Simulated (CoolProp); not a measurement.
A simple Rankine cycle with propyne: condensing at 312.15 K, boiler at 3.12 MPa, turbine inlet 473 K, turbine efficiency 0.65, pump efficiency 0.8, no recuperator. Each further row changes one setting.

Values from CoolProp's reference Helmholtz-energy equation of state, Polt 1992. This equation is an older, rougher fit; its heat capacities, sound speeds and derivatives of the liquid may be far off and weren't checked against measurements.

| case | thermal efficiency (%) | net work (kJ/kg) | heat in (kJ/kg) | turbine exit temperature (K) | volume ratio over the turbine |
|---|---|---|---|---|---|
| as stated | 9.0 | 65.1 | 722 | 423.7 | 3.53 |
| condensing temperature 304.15 K | 10.3 | 75.9 | 741 | 416.6 | 4.35 |
| boiler pressure 2.18 MPa | 6.8 | 50.1 | 736 | 438.6 | 2.47 |
| turbine efficiency 0.55 | 7.5 | 54.4 | 722 | 429.2 | 3.59 |
